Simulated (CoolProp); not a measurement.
Methanol along the isotherm 620 K: Z from the reference equation and from simpler models built on Tc = 513.4 K, pc = 8.216 MPa, ω = 0.565; each cubic takes its own stable root.

Values from CoolProp's reference Helmholtz-energy equation of state, de Reuck 1993.

```tsv
p (MPa)	phase	reference	van der Waals	Redlich-Kwong	Soave-Redlich-Kwong	Peng-Robinson
0.26	gas	0.9948	0.9941	0.9938	0.9952	0.9943
0.462	gas	0.9907	0.9895	0.9890	0.9916	0.9898
0.822	gas	0.9833	0.9812	0.9804	0.9850	0.9819
1.46	gas	0.9700	0.9662	0.9649	0.9733	0.9679
2.6	gas	0.9456	0.9386	0.9369	0.9524	0.9430
4.62	gas	0.9013	0.8868	0.8858	0.9156	0.8996
8.22	supercritical	0.8246	0.7827	0.7904	0.8516	0.8258
14.6	supercritical	0.6987	0.5771	0.6271	0.7567	0.7200
26	supercritical	0.5392	0.6300	0.5917	0.7192	0.6717
46.2	supercritical	0.6277	0.9284	0.7888	0.8772	0.8061
82.2	supercritical	0.9062	1.460	1.171	1.240	1.130
```
